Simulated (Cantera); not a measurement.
A freely propagating, adiabatic, planar premixed flame of 40.3 % H2, 12.6 % O2, 47.1 % N2, equivalence ratio 1.6, unburnt at 425 K and 4.34 atm; mixture-averaged transport, grid criteria slope 0.08 and curve 0.16, no radiation.

Detailed kinetics in Cantera: the H2/O2 subset of GRI-Mech 3.0, which has no nitrogen chemistry. The hydrogen kinetics of GRI-Mech 3.0 are dated; newer H2 mechanisms differ, most at raised pressure. Burning velocities carry a grid error of a few per cent, more on coarse grids.

Predict: laminar burning velocity; thermal thickness; peak x(HO2); peak x(O); peak x(OH).


- laminar burning velocity: 525 cm/s
- thermal thickness: 0.0563 mm
- peak x(HO2): 0.00105
- peak x(O): 0.00357
- peak x(OH): 0.00737
